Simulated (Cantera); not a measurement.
Mixture: CH4 : H2 : O2 : N2 = 1 : 0.37 : 2.84 : 10.7 (molar parts), equivalence ratio 0.77, at 1000000 Pa, adiabatic and at constant pressure. Ignition delay is the time to a rise of 400 K.

Computed with Cantera and GRI-Mech 3.0 (53 species, 325 reactions).

Q: At T0 = 1250 K, what is the delay, and which 6 reactions control it most (d ln τ / d ln k, from doubling and halving each rate constant)?

A: The delay is 0.297 ms.
| reaction | d ln τ / d ln k | faster rate |
|---|---|---|
| H + O2 <=> O + OH | -0.92 | shortens it |
| CH3 + HO2 <=> CH3O + OH | -0.64 | shortens it |
| 2 CH3 (+M) <=> C2H6 (+M) | 0.43 | lengthens it |
| CH4 + OH <=> CH3 + H2O | 0.36 | lengthens it |
| H2 + OH <=> H + H2O | -0.35 | shortens it |
| CH3 + H (+M) <=> CH4 (+M) | 0.16 | lengthens it |
